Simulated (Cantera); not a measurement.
# Low-pressure radical oxidation in H2/O2

An isothermal, constant-pressure homogeneous reactor starts with 32.9 % H2, 67.1 % O2, equivalence ratio 0.24, at 1125 K and 10.00 Torr.

Cantera simulation using GRI-Mech 3.0 (53 species, 325 reactions); the numbers are that mechanism's predictions, not measurements. Radical loss at walls, strong at low pressure, is not modelled. The temperature is held fixed by assumption; the heat of reaction is taken as removed at once.

```json
[
 {"t (s)": "1.00e-5", "x H2": "0.329", "x O2": "0.671", "x H": "4.29e-10", "x HO2": "4.46e-10", "x O": "2.27e-11", "x H2O2": "<1e-12"},
 {"t (s)": "5.01e-5", "x H2": "0.329", "x O2": "0.671", "x H": "2.26e-9", "x HO2": "2.24e-9", "x O": "4.54e-10", "x H2O2": "<1e-12"},
 {"t (s)": "0.000251", "x H2": "0.329", "x O2": "0.671", "x H": "4.33e-8", "x HO2": "1.14e-8", "x O": "1.52e-8", "x H2O2": "1.88e-11"},
 {"t (s)": "0.00126", "x H2": "0.318", "x O2": "0.666", "x H": "0.00549", "x HO2": "4.36e-6", "x O": "0.00197", "x H2O2": "1.82e-8"},
 {"t (s)": "0.00631", "x H2": "0.0143", "x O2": "0.559", "x H": "0.0633", "x HO2": "1.43e-5", "x O": "0.0417", "x H2O2": "5.63e-7"},
 {"t (s)": "0.0316", "x H2": "0.000851", "x O2": "0.604", "x H": "0.000702", "x HO2": "9.46e-6", "x O": "0.00213", "x H2O2": "7.39e-7"},
 {"t (s)": "0.158", "x H2": "2.31e-5", "x O2": "0.606", "x H": "3.33e-6", "x HO2": "8.39e-7", "x O": "6.05e-5", "x H2O2": "1.61e-7"},
 {"t (s)": "0.794", "x H2": "1.86e-6", "x O2": "0.606", "x H": "8.54e-8", "x HO2": "8.86e-8", "x O": "5.28e-6", "x H2O2": "3.31e-8"},
 {"t (s)": "3.98", "x H2": "2.56e-7", "x O2": "0.606", "x H": "4.60e-9", "x HO2": "1.50e-8", "x O": "7.55e-7", "x H2O2": "7.06e-9"},
 {"t (s)": "20.0", "x H2": "4.47e-8", "x O2": "0.606", "x H": "3.43e-10", "x HO2": "6.25e-9", "x O": "1.34e-7", "x H2O2": "1.52e-9"},
 {"t (s)": "100", "x H2": "1.25e-8", "x O2": "0.606", "x H": "5.08e-11", "x HO2": "7.76e-9", "x O": "3.70e-8", "x H2O2": "4.78e-10"}
]
```
x: mole fraction; the columns are a selection and need not sum to one.

Equilibrium at this temperature and pressure: H2 1.06e-8, O2 0.606, H 3.99e-11, HO2 8.23e-9, O 3.13e-8, H2O2 4.15e-10 (gas phase only).
